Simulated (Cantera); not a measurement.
Input: 1 mol MgO, 1.5 mol SO₂, 3 mol O₂, held at 1225 °C and 12.0 bar.

Cantera equilibrium calculation (NASA polynomials, part measured and part estimated; ideal gas, pure solids and liquids). Candidate condensed phases: Mg, MgO, MgS, MgSO₄, S; 14 gas species. Mutual solubility and eutectic melting of coexisting phases are not modelled. Kinetics and transport are ignored.

Base state: O₂ 0.809, SO₂ 0.171, SO₃ 0.0201 (mole fractions); condensed: MgO(s) + MgSO₄(l).

**Question.** What changes in the equilibrium state with this change: MgO replaced by Fe₂O₃?

**Answer.** 
```
species        before   after
-------------  ------  ------
O₂              0.809   0.661
SO₂             0.171   0.306
SO₃            0.0201  0.0325
MgO(s), mol    0.0935       0
MgSO₄(l), mol   0.906       0
Fe₂O₃(s), mol       0    1.00
```
Further candidate phases: Fe, FeO, FeS, FeSO₄, FeS₂, Fe₂O₃, Fe₂(SO₄)₃, Fe₃O₄.
